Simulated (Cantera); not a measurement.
Feed: 1 mol n-butane, 0.018 mol O₂, equilibrated at 10.0 Torr.

Method: chemical equilibrium by Gibbs-energy minimisation in Cantera with the NASA 1993 tables (ideal gas, pure condensed phases). Candidate condensed phases: C, C₆H₆, C₇H₈, C₈H₁₈, H₂O; 131 gas species. Ions and electrons are included (thermal ionisation). The numbers say what is thermodynamically allowed, not how fast it happens.

Task: What share of the C ends up in condensed phases as a function of T (K), at 2000, 2250, 2500, 2750, 3000, 3250, 3500, 3750, 4000, 4250, 4500, 4750, 5000?

Result: 
```
T (K)  C condensed (%)           as
-----  ---------------  -----------
2000              98.9  C(graphite)
2250              98.3  C(graphite)
2500              96.6  C(graphite)
2750              92.9  C(graphite)
3000              72.9  C(graphite)
3250               0.0            -
3500               0.0            -
3750               0.0            -
4000               0.0            -
4250               0.0            -
4500               0.0            -
4750               0.0            -
5000               0.0            -
```
